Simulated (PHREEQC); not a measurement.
A solution holds 17 mmol/kgw H3BO3 and 0.047 mmol/kgw NaF, at 25 °C. Closed to the air; pH follows from the charge balance.

Equilibrium calculation in PHREEQC: ion-association model, phreeqc.dat.

This is a speciation only: nothing precipitates in the calculation.

Q: What pH does the model give?

A: pH 5.52.

Real BF4- forms and hydrolyses slowly; the run takes it at equilibrium.
